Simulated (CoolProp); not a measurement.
The fluid at 298.15 K and 0.154 MPa is throttled through a valve to 0.0787 MPa with no heat exchange. The same conditions are run with several fluids, on thermodynamics alone (safety and materials aside).

Values from CoolProp's reference Helmholtz-energy equation of state of each fluid (ethylbenzene: Zhou 2012; n-decane: Lemmon 2006; R123: Younglove 1994; benzene: Thol 2012; toluene: Lemmon 2006).

```
fluid         temperature change (K)  final phase  final density (kg/m³)
------------  ----------------------  -----------  ---------------------
ethylbenzene                    +0.0       liquid                    862
n-decane                        +0.0       liquid                      ?
R123                               ?            ?                      ?
benzene                         +0.0       liquid                      ?
toluene                         +0.0       liquid                    862
```

Question: Complete the blanks.

Answer: 
- n-decane, final density (kg/m³): 726
- R123, temperature change (K): -4.0
- R123, final phase: two-phase, vapour fraction 0.023
- R123, final density (kg/m³): 191
- benzene, final density (kg/m³): 873
